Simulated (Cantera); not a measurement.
Cantera run, input and output.

```python
import numpy as np
import cantera as ct

surf = ct.Interface("ptcombust.yaml", "Pt_surf")
gas = surf.adjacent["gas"]
gas.TPX = 598, 210000, {'H2': 0.0031, 'O2': 0.14, 'N2': 0.79, 'H2O': 0.0099}
surf.TP = 598, 210000
reactor = ct.FlowReactor(gas, clone=False)
reactor.area = 0.0001  # m2
reactor.surface_area_to_volume_ratio = 230  # 1/m
reactor.mass_flow_rate = 3.3 * reactor.area * gas.density  # inlet velocity 3.3 m/s
reactor.energy_enabled = False
wall = ct.ReactorSurface(surf, reactor, clone=False)
net = ct.ReactorNet([reactor])
net.rtol, net.atol = 1e-8, 1e-16
show, cover = ['H2', 'O2', 'H2O'], ['PT(S)', 'H(S)', 'O(S)', 'OH(S)', 'CO(S)', 'C(S)']

rows = []
print(f"{'z/m':>9s}{'u/(m/s)':>9s}" + "".join(f"{s:>13s}" for s in show + cover))
for z in [5e-05, 0.00011, 0.00023, 0.0005, 0.0011, 0.0023, 0.005]:
    net.advance(z)
    rows.append([reactor.speed, *gas[show].X, *surf[cover].coverages])
    print(f"{z:9.4g}{rows[-1][0]:9.3g}" + "".join(f"{x:13.4e}" for x in rows[-1][1:]))
```

Result:

```
      z/m  u/(m/s)           H2           O2          H2O        PT(S)         H(S)         O(S)        OH(S)        CO(S)         C(S)
    5e-05      3.3   3.2752e-03   1.4846e-01   1.0511e-02   3.6130e-02   1.2651e-08   9.5105e-01   1.2784e-02  -3.5063e-27  -1.2419e-31
  0.00011      3.3   3.2607e-03   1.4845e-01   1.0525e-02   3.5971e-02   1.2540e-08   9.5123e-01   1.2762e-02  -8.6367e-26  -1.6162e-29
  0.00023      3.3   3.2320e-03   1.4844e-01   1.0554e-02   3.5658e-02   1.2323e-08   9.5159e-01   1.2719e-02  -1.8511e-25  -7.3420e-29
   0.0005      3.3   3.1694e-03   1.4841e-01   1.0617e-02   3.4974e-02   1.1856e-08   9.5237e-01   1.2622e-02   8.9122e-24   2.2282e-27
   0.0011      3.3   3.0384e-03   1.4836e-01   1.0749e-02   3.3542e-02   1.0908e-08   9.5401e-01   1.2414e-02  -9.7837e-23  -2.4505e-26
   0.0023      3.3   2.8064e-03   1.4826e-01   1.0983e-02   3.1001e-02   9.3273e-09   9.5694e-01   1.2025e-02   4.3490e-27   3.0729e-31
    0.005      3.3   2.3944e-03   1.4808e-01   1.1398e-02   2.6483e-02   6.8271e-09   9.6223e-01   1.1263e-02   7.2824e-27  -3.5269e-31
```

Computed with Cantera and Deutschmann's 1995 Pt surface mechanism with GRI-Mech 3.0 gas chemistry. Catalytic surfaces can have several steady states; this one follows from the mechanism file's or the stated starting coverage. Mass transfer to the wall is taken as infinitely fast.
